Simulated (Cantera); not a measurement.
Mixture: H2 : O2 : N2 = 1 : 0.694 : 2.61 (molar parts), at 10.0 bar, adiabatic and at constant pressure. Ignition delay is the time to a rise of 400 K.

Cantera simulation using the H2/O2 subset of GRI-Mech 3.0, which has no nitrogen chemistry; the numbers are that mechanism's predictions, not measurements. The hydrogen kinetics of GRI-Mech 3.0 are dated; newer H2 mechanisms differ, most at raised pressure. Below about 950 K walls govern HO2 and H2O2 in real vessels.

### Question
Predict: delay at 898 K; delay at 998 K; delay at 1098 K; delay at 1198 K; delay at 1298 K; delay at 1398 K; delay at 1498 K; apparent activation energy between 1298 and 1498 K.

### Answer
| Quantity | Result |
|---|---|
| delay at 898 K | 0.141 s |
| delay at 998 K | 10.8 ms |
| delay at 1098 K | 1.05 ms |
| delay at 1198 K | 69.4 µs |
| delay at 1298 K | 5.17 µs |
| delay at 1398 K | 2.40 µs |
| delay at 1498 K | 1.52 µs |
| apparent activation energy between 1298 and 1498 K | 99 kJ/mol |
